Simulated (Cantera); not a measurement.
Input (Python, Cantera) and output of one run.

```python
import numpy as np
import cantera as ct

gas_names = [...]  # 113 gases of nasa_gas.yaml made of C, Cu, H, O
cond_names = """
    C(gr) C6H6(L) C7H8(L) C8H18(L),n-octa Cu(cr) Cu(L) CuO(s) CuO2H2(s) Cu2O(s) Cu2O(L) H2O(s) H2O(L)
""".split()


# ... load() reads the species with a 1 bar reference pressure and builds the phases ...
atoms = {
    'Cu2O': {'Cu': 2, 'O': 1},
    'CO': {'C': 1, 'O': 1},
    'H2': {'H': 2},
}
top_T = {'C(gr)': 4500, 'CuO(s)': 1390}  # K; cautious upper limits of use, not melting points


# ... equilibrate(T, P, feed) seeds the gas with the atoms and calls Mixture.equilibrate('TP', solver="vcs", rtol=1e-11, max_steps=5000) ...
results = []
feed = {'Cu2O': 1, 'CO': 6.1, 'H2': 15}  # mol
T = 2375  # K
P = 133.322  # Pa
mix = equilibrate(T, P, feed)
results.append((T, P, feed, dict(zip(mix.species_names, mix.species_moles))))
print(gas.report(threshold=0.0001))
for i in range(1, mix.n_phases):
    print(f"{mix.phase(i).name:16s} {mix.phase_moles(i):12.5e} mol")
```

Output:

```
       temperature   2375 K
          pressure   133.32 Pa
           density   8.7841e-05 kg/m^3
  mean mol. weight   13.01 kg/kmol
   phase of matter   gas

                          1 kg             1 kmol
                     ---------------   ---------------
          enthalpy        8.2204e+06        1.0695e+08  J
   internal energy        6.7026e+06        8.7204e+07  J
           entropy             20920        2.7218e+05  J/K
    Gibbs function       -4.1466e+07       -5.3949e+08  J
 heat capacity c_p            2440.6             31753  J/K
 heat capacity c_v            1801.5             23438  J/K

                      mass frac. Y      mole frac. X     chem. pot. / RT
                     ---------------   ---------------   ---------------
                CO           0.49023           0.22771           -41.999
               CO2         0.0097192         0.0028733           -65.065
                Cu           0.36923          0.075596            -15.12
                 H           0.01919           0.24769           -13.775
                H2          0.063724           0.41125            -27.55
               H2O           0.04193          0.030282           -50.616
                 O         0.0016181         0.0013158           -23.066
                OH          0.004245         0.0032474           -36.841
     [ +105 minor]        0.00011832        4.2712e-05

C(gr)             0.00000e+00 mol
Cu(L)             0.00000e+00 mol
Cu2O(L)           0.00000e+00 mol
```

Method: chemical equilibrium by Gibbs-energy minimisation in Cantera with the NASA 1993 tables (ideal gas, pure condensed phases).
